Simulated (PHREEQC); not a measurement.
Consider water at 18 °C with 0.0015 mol/kgw HBr and 0.00039 mol/kgw MgCl2. Closed to the air; pH follows from the charge balance.

All values are PHREEQC results (ion-association model, phreeqc.dat), not measurements.

**Question.** The ionic strength comes out as 0.00267 mol/kgw. What activity coefficients do Cl-, Mg+2, Br-, H+ get?

**Answer.** Cl- 0.95, Mg+2 0.80, Br- 0.94, H+ 0.95.

No solid was allowed to form. Species that the database lacks are ignored.
